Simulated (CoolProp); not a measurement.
Properties of sulfur hexafluoride along the isobar 0.918 MPa.

Model: reference Helmholtz-energy equation of state, Guder 2009, in CoolProp.

```json
[
 {"T (K)": "285.7", "phase": "gas", "density (kg/m³)": "64.96", "cp (kJ/(kg K))": "0.7134", "isothermal compressibility (1/MPa)": "1.277", "viscosity (µPa s)": "14.9", "Prandtl number": "0.845"},
 {"T (K)": "303.7", "phase": "gas", "density (kg/m³)": "59.27", "cp (kJ/(kg K))": "0.7238", "isothermal compressibility (1/MPa)": "1.228", "viscosity (µPa s)": "15.7", "Prandtl number": "0.818"},
 {"T (K)": "321.6", "phase": "gas", "density (kg/m³)": "54.76", "cp (kJ/(kg K))": "0.7393", "isothermal compressibility (1/MPa)": "1.196", "viscosity (µPa s)": "16.6", "Prandtl number": "0.801"},
 {"T (K)": "339.6", "phase": "gas", "density (kg/m³)": "51.01", "cp (kJ/(kg K))": "0.7568", "isothermal compressibility (1/MPa)": "1.174", "viscosity (µPa s)": "17.4", "Prandtl number": "0.789"},
 {"T (K)": "357.5", "phase": "gas", "density (kg/m³)": "47.85", "cp (kJ/(kg K))": "0.7745", "isothermal compressibility (1/MPa)": "1.158", "viscosity (µPa s)": "18.2", "Prandtl number": "0.780"},
 {"T (K)": "375.5", "phase": "gas", "density (kg/m³)": "45.10", "cp (kJ/(kg K))": "0.7919", "isothermal compressibility (1/MPa)": "1.145", "viscosity (µPa s)": "19.0", "Prandtl number": "0.772"},
 {"T (K)": "393.5", "phase": "gas", "density (kg/m³)": "42.69", "cp (kJ/(kg K))": "0.8085", "isothermal compressibility (1/MPa)": "1.135", "viscosity (µPa s)": "19.8", "Prandtl number": "0.766"},
 {"T (K)": "411.4", "phase": "gas", "density (kg/m³)": "40.57", "cp (kJ/(kg K))": "0.8242", "isothermal compressibility (1/MPa)": "1.128", "viscosity (µPa s)": "20.5", "Prandtl number": "0.762"},
 {"T (K)": "429.4", "phase": "gas", "density (kg/m³)": "38.66", "cp (kJ/(kg K))": "0.8389", "isothermal compressibility (1/MPa)": "1.121", "viscosity (µPa s)": "21.3", "Prandtl number": "0.758"},
 {"T (K)": "447.3", "phase": "gas", "density (kg/m³)": "36.95", "cp (kJ/(kg K))": "0.8526", "isothermal compressibility (1/MPa)": "1.116", "viscosity (µPa s)": "22.0", "Prandtl number": "0.754"},
 {"T (K)": "465.3", "phase": "gas", "density (kg/m³)": "35.38", "cp (kJ/(kg K))": "0.8655", "isothermal compressibility (1/MPa)": "1.112", "viscosity (µPa s)": "22.7", "Prandtl number": "0.751"},
 {"T (K)": "483.2", "phase": "gas", "density (kg/m³)": "33.96", "cp (kJ/(kg K))": "0.8773", "isothermal compressibility (1/MPa)": "1.108", "viscosity (µPa s)": "23.4", "Prandtl number": "0.749"},
 {"T (K)": "501.2", "phase": "gas", "density (kg/m³)": "32.65", "cp (kJ/(kg K))": "0.8885", "isothermal compressibility (1/MPa)": "1.105", "viscosity (µPa s)": "24.1", "Prandtl number": "0.747"},
 {"T (K)": "519.1", "phase": "gas", "density (kg/m³)": "31.45", "cp (kJ/(kg K))": "0.8987", "isothermal compressibility (1/MPa)": "1.103", "viscosity (µPa s)": "24.8", "Prandtl number": "0.745"},
 {"T (K)": "537.1", "phase": "gas", "density (kg/m³)": "30.34", "cp (kJ/(kg K))": "0.9084", "isothermal compressibility (1/MPa)": "1.100", "viscosity (µPa s)": "25.5", "Prandtl number": "0.743"},
 {"T (K)": "555", "phase": "gas", "density (kg/m³)": "29.31", "cp (kJ/(kg K))": "0.9173", "isothermal compressibility (1/MPa)": "1.098", "viscosity (µPa s)": "26.2", "Prandtl number": "0.742"}
]
```

Viscosity comes from a separate model (Quiñones-Cisneros 2012). Thermal conductivity comes from a separate model (Assael 2012).
